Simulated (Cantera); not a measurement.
A closed system holds: 1 mol (CH₃)₂SiCl₂, 0.0065 mol C₂H₄, 3.8 mol H₂, at 2300 Pa.

These are equilibrium values from Cantera (NASA tables, ideal gas, pure condensed phases), not measurements of a reactor. Candidate condensed phases: C, C₆H₆, C₇H₈, C₈H₁₈, Si, SiC; 109 gas species. The feed counts by its element totals alone. The tables' values for SiCl, SiCl₃ are old estimates; treat these amounts as uncertain. Gases not in the tables: Si₂H₆ and higher silanes. Equilibrium is a limit: real reactors are often held back by kinetics, nucleation or transport.

**Question.** At 2300 K, list the 4 most abundant gas species with their mole fractions, and the condensed phases.

**Answer.** H₂ 0.705, HCl 0.203, H 0.0536, SiCl₂ 0.0147. Condensed: C(graphite) + SiC(s).
